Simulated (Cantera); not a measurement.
A perfectly stirred reactor is fed with CH4 : H2 : N2 = 0.014 : 1 : 0.0018 (molar parts), at 0.132 atm; it is held at 1973 K, and followed from long to short residence time.

Cantera simulation using GRI-Mech 3.0 (53 species, 325 reactions); the numbers are that mechanism's predictions, not measurements. GRI-Mech 3.0 stops at C3 and has no aromatics, soot or wall deposition, so with more carbon than oxygen in the feed, carbon stays in small species such as C2H2 where larger ones or solid carbon would form.

x: mole fraction; the columns are a selection and need not sum to one.

```tsv
τ (s)	x CH4	x H2	x H	x CH3	x C2H4	x C2H6
3.8	0.000726	0.987	0.00367	5.33e-5	6.68e-6	5.31e-9
1.3	0.00120	0.987	0.00364	8.75e-5	6.63e-6	1.41e-8
0.47	0.00194	0.987	0.00360	0.000140	6.72e-6	3.62e-8
0.16	___	0.986	0.00352	___	___	___
0.058	0.00496	0.985	0.00341	0.000339	9.15e-6	2.21e-7
0.020	___	0.984	0.00323	___	___	___
0.0071	0.0101	0.983	0.00292	0.000591	1.81e-5	7.43e-7
0.0025	0.0122	0.983	0.00233	0.000570	1.90e-5	7.97e-7
```

### Question
Some entries are withheld; supply them.

### Answer

- 0.16, x CH4: 0.00319
- 0.16, x CH3: 0.000226
- 0.16, x C2H4: 7.35e-6
- 0.16, x C2H6: 9.52e-8
- 0.020, x CH4: 0.00743
- 0.020, x CH3: 0.000482
- 0.020, x C2H4: 1.31e-5
- 0.020, x C2H6: 4.62e-7
